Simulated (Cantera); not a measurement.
A perfectly stirred reactor is fed with N2O : H2O = 1 : 0.11 (molar parts), at 1050 Torr; it is held at 1525 K, and followed from long to short residence time.

Cantera simulation using GRI-Mech 3.0 (53 species, 325 reactions); the numbers are that mechanism's predictions, not measurements. GRI-Mech 3.0 was tuned for natural gas; its chemistry of N2O as a main component is partial and can be far from experiment. The temperature is held fixed by assumption; the heat of reaction is taken as removed at once.

```tsv
quantity	before	after
x(N2O) at τ = 0.680 s	0.0112	0.0145
x(H2O) at τ = 0.680 s	0.0686	0.0687
x(HO2) at τ = 0.680 s	8.78e-7	8.00e-7
x(NO) at τ = 0.680 s	0.0372	0.0459
x(H) at τ = 0.680 s	1.26e-7	1.99e-7
x(N2O) at τ = 12.0 ms	0.293	0.346
x(H2O) at τ = 12.0 ms	0.0781	0.0799
x(HO2) at τ = 12.0 ms	4.17e-6	4.43e-6
x(NO) at τ = 12.0 ms	0.0689	0.0670
x(H) at τ = 12.0 ms	5.64e-7	6.94e-7
```

Problem. What was changed between the two runs?
A. pressure from 1050 Torr to 750 Torr
B. N2O 1 to 3 parts
C. H2O 0.11 to 0.98 parts
D. temperature 1525 to 1123 K

Solution. A, pressure from 1050 Torr to 750 Torr
